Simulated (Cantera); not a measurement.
## Thermodynamics of sublimation and decomposition of ceramics, feed SiC + C + N2

Feed: 1 mol SiC, 0.7 mol C, 5.8 mol N2, held at 2750 °C and 10.0 Torr.

Equilibrium computed with Cantera from the NASA thermochemical tables; the gas is ideal and each condensed phase is pure. Candidate condensed phases: C, Si, SiC, Si3N4; 20 gas species. The tables' values for SiN are old estimates; treat these amounts as uncertain. Kinetics and transport are ignored.

The x(N2) is 0.799 and the x(Si) comes out as 0.0778. The x(SiC2) is 0.0609 and the x(CN) comes out as 0.0271. The x(C3) is 0.0250, the x(C) comes out as 0.00445 and the x(C2) is 0.00270. The x(C2N2) is 0.000736, the x(C5) is 0.000435 and the gas amount comes out as 7.125 mol. The log10 activity of C(graphite) (absent) comes out as -0.03 and the log10 activity of Si(l) (absent) is -2.06.
